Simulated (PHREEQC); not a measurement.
Consider water at 25 °C with 130 mmol/kgw KF. Closed to the air; pH follows from the charge balance.

Computed with PHREEQC (ion-association model, phreeqc.dat).

| quantity | before | after |
|---|---|---|
| pH | 8.10 | 7.65 |
| HF (mol/kgw) | 1.13e-6 | 8.11e-6 |
| HF2- (mol/kgw) | 5.59e-7 | 4.55e-6 |

**Question.** Which change was made?
A) temperature from 25 to 65 °C
B) KF from 0.13 to 0.65 mol/kgw
C) 0.012 mol/kgw CO2 added
D) temperature from 25 to 75 °C

**Answer.** D, temperature from 25 to 75 °C

Precipitation was switched off in this run. Away from 25 °C the constants follow the database's enthalpies or fits; those with neither stay at their 25 °C values.
